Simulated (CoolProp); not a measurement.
Vapour-liquid equilibrium of R13 (1) + n-butane (2) at 256.1 K; x and y are mole fractions of (1).

Values from CoolProp's multi-fluid Helmholtz-energy mixture model, Platzer 1990 and Bücker 2006; pair parameters Bell 2016. This equation is an older, rougher fit; its heat capacities, sound speeds and derivatives of the liquid may be far off and weren't checked against measurements.

| x | bubble pressure (kPa) | y at the bubble point | dew pressure at overall composition x (kPa) | liquid density (mol/L) |
|---|---|---|---|---|
| 0.05 | 159.0 | 0.678 | 54.27 | 10.73 |
| 0.2 | 413.2 | 0.881 | 64.47 | 10.97 |
| 0.35 | 594.7 | 0.922 | 79.32 | 11.20 |
| 0.5 | 736.6 | 0.943 | 103.0 | 11.41 |
| 0.65 | 865.7 | 0.958 | 146.6 | 11.59 |
| 0.8 | 1005 | 0.973 | 253.4 | 11.72 |
| 0.95 | 1176 | 0.992 | 796.2 | 11.77 |

No azeotrope shows between x = 0.05 and 0.95.

Pair parameters are fitted to limited data, so mixtures are less certain than the pure fluids. The gap from Raoult's law changes sign with composition, which may be real or a fault of the pair parameters; it wasn't checked against measurements.
